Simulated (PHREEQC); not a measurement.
Acid mine or pickling water: speciation

A made-up water analysis in mg/L, 20 °C, pH 3.66, pe 8.8: Na 71.1; K 28.5; Ca 68.3; Mg 100; Cl 35.8; S(6) as SO4 697; Mn(2) 24.4; O(0) (dissolved oxygen) 0.204; Zn 17.4; Br 0.124.

Valence states are taken as typed.

Model: ion-association model, phreeqc.dat, run in PHREEQC.

Each row changes one thing in this solution. Precipitation was switched off in this run.

| case | ionic strength (mol/kgw) | SO4-2 (mol/kgw) | Mg+2 (mol/kgw) | Ca+2 (mol/kgw) | MgSO4 (mol/kgw) | CaSO4 (mol/kgw) | SI of Gypsum (CaSO4:2H2O) | SI of Sylvite (KCl) |
|---|---|---|---|---|---|---|---|---|
| as made | 0.0232 | 0.00546 | 0.00301 | 0.00131 | 0.00110 | 0.000394 | -1.05 | -7.15 |
| S(6) from 697 to 348 mg/L | 0.0188 | 0.00258 | 0.00346 | 0.00148 | 0.000654 | 0.000229 | -1.29 | -7.13 |
| temperature from 20 to 70 °C at the same typed pH | 0.0193 | 0.00439 | 0.00217 | 0.00128 | 0.00195 | ? | -1.06 | -7.38 |
| all concentrations times 4 at the same typed pH | ? | ? | 0.00999 | 0.00448 | 0.00653 | 0.00235 | -0.27 | -6.03 |
| Zn from 17.4 to 34.8 mg/L | 0.0235 | 0.00540 | 0.00303 | 0.00132 | 0.00109 | 0.000389 | -1.06 | -7.15 |

Task: Complete the blanks.

Result: 
- temperature from 20 to 70 °C at the same typed pH, CaSO4 (mol/kgw): 0.000423
- all concentrations times 4 at the same typed pH, ionic strength (mol/kgw): 0.0794
- all concentrations times 4 at the same typed pH, SO4-2 (mol/kgw): 0.0184

Complexes and solids missing from the database can't appear. At this temperature some constants are extrapolated from 25 °C, and those without enthalpy data are left unchanged.
